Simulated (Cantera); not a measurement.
**Hydrocarbon pyrolysis for carbon deposition**

An isothermal, constant-pressure homogeneous reactor starts with 5.56 % C2H6, 94.4 % N2, at 1250 K and 36.8 Torr.

Detailed kinetics in Cantera: GRI-Mech 3.0 (53 species, 325 reactions). GRI-Mech 3.0 stops at C3 and has no aromatics, soot or wall deposition, so with more carbon than oxygen in the feed, carbon stays in small species such as C2H2 where larger ones or solid carbon would form. Radical loss at walls, strong at low pressure, is not modelled.

```
t (s)      x C2H6      x H2      x H     x CH3     x HCN     x CH2
--------  -------  --------  -------  --------  --------  --------
0.000200   0.0555   7.52e-7  1.03e-7   1.98e-5    <1e-12  8.35e-11
0.000726   0.0555   3.48e-5  1.23e-6   6.13e-5    <1e-12   1.86e-9
0.00263    0.0544  0.000852  5.87e-6  0.000163  2.46e-10   1.86e-8
0.00955    0.0476   0.00628  8.62e-6  0.000239   1.35e-9   3.68e-8
0.0346     0.0267    0.0236  1.11e-5  0.000184   2.46e-9   2.92e-8
0.126     0.00259    0.0496  1.06e-5   5.11e-5   3.26e-9   5.65e-9
0.456     8.75e-5    0.0614  2.64e-6   8.86e-6   3.30e-9  2.10e-10
1.65      6.78e-6    0.0680  8.32e-7   2.53e-6   3.28e-9  1.72e-11
6.00      2.70e-6    0.0755  6.30e-7   1.74e-6   3.26e-9  8.10e-12
```
x: mole fraction; the columns are a selection and need not sum to one.

Equilibrium at this temperature and pressure: C2H6 2.22e-7, H2 0.0932, H 6.71e-7, CH3 6.23e-7, HCN 0.0512, CH2 2.50e-12 (gas phase only).
